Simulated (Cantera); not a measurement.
An adiabatic, constant-volume homogeneous reactor starts with CH4 : O2 : N2 = 1 : 6.06 : 22.8 (molar parts), at 1673 K and 2300000 Pa. Integrator tolerance rtol = 1e-08.

Model: GRI-Mech 3.0 (53 species, 325 reactions), integrated in Cantera. The pressure lies above the range GRI-Mech 3.0 was tuned for (to about 10 atm).

Question: What does this change do: initial temperature 1673 to 1375 K?

Answer: 
| quantity | before | after |
|---|---|---|
| time of steepest temperature rise | 17.0 µs | 0.201 ms |
| temperature at 1.00 s | 2489 K | 2249 K |
| equilibrium temperature | 2489 K | 2249 K |
| x(CH4) at 1.00 s | <1e-12 (gas-phase equilibrium <1e-12) | <1e-12 (gas-phase equilibrium <1e-12) |
| x(O2) at 1.00 s | 0.126 (gas-phase equilibrium 0.126) | 0.130 (gas-phase equilibrium 0.130) |
| x(O) at 1.00 s | 0.000837 (gas-phase equilibrium 0.000837) | 0.000216 (gas-phase equilibrium 0.000216) |
| x(HCN) at 1.00 s | 1.25e-12 (gas-phase equilibrium 1.25e-12) | <1e-12 (gas-phase equilibrium <1e-12) |
| x(CH2) at 1.00 s | <1e-12 (gas-phase equilibrium <1e-12) | <1e-12 (gas-phase equilibrium <1e-12) |
| x(CO2) at 1.00 s | 0.0329 (gas-phase equilibrium 0.0329) | 0.0333 (gas-phase equilibrium 0.0333) |

Question: What does this change do: 1.1 parts CO2 added?

Answer: 
```tsv
quantity	before	after
time of steepest temperature rise	17.0 µs	17.9 µs
temperature at 1.00 s	2489 K	2445 K
equilibrium temperature	2489 K	2445 K
x(CH4) at 1.00 s	<1e-12 (gas-phase equilibrium <1e-12)	<1e-12 (gas-phase equilibrium <1e-12)
x(O2) at 1.00 s	0.126 (gas-phase equilibrium 0.126)	0.122 (gas-phase equilibrium 0.122)
x(O) at 1.00 s	0.000837 (gas-phase equilibrium 0.000837)	0.000667 (gas-phase equilibrium 0.000667)
x(HCN) at 1.00 s	1.25e-12 (gas-phase equilibrium 1.25e-12)	1.45e-12 (gas-phase equilibrium 1.45e-12)
x(CH2) at 1.00 s	<1e-12 (gas-phase equilibrium <1e-12)	<1e-12 (gas-phase equilibrium <1e-12)
x(CO2) at 1.00 s	0.0329 (gas-phase equilibrium 0.0329)	0.0668 (gas-phase equilibrium 0.0668)
```

Question: What does this change do: constant pressure in place of constant volume?

Answer: 
| quantity | before | after |
|---|---|---|
| time of steepest temperature rise | 17.0 µs | 18.1 µs |
| temperature at 1.00 s | 2489 K | 2334 K |
| equilibrium temperature | 2489 K | 2334 K |
| x(CH4) at 1.00 s | <1e-12 (gas-phase equilibrium <1e-12) | <1e-12 (gas-phase equilibrium <1e-12) |
| x(O2) at 1.00 s | 0.126 (gas-phase equilibrium 0.126) | 0.129 (gas-phase equilibrium 0.129) |
| x(O) at 1.00 s | 0.000837 (gas-phase equilibrium 0.000837) | 0.000455 (gas-phase equilibrium 0.000455) |
| x(HCN) at 1.00 s | 1.25e-12 (gas-phase equilibrium 1.25e-12) | <1e-12 (gas-phase equilibrium <1e-12) |
| x(CH2) at 1.00 s | <1e-12 (gas-phase equilibrium <1e-12) | <1e-12 (gas-phase equilibrium <1e-12) |
| x(CO2) at 1.00 s | 0.0329 (gas-phase equilibrium 0.0329) | 0.0332 (gas-phase equilibrium 0.0332) |
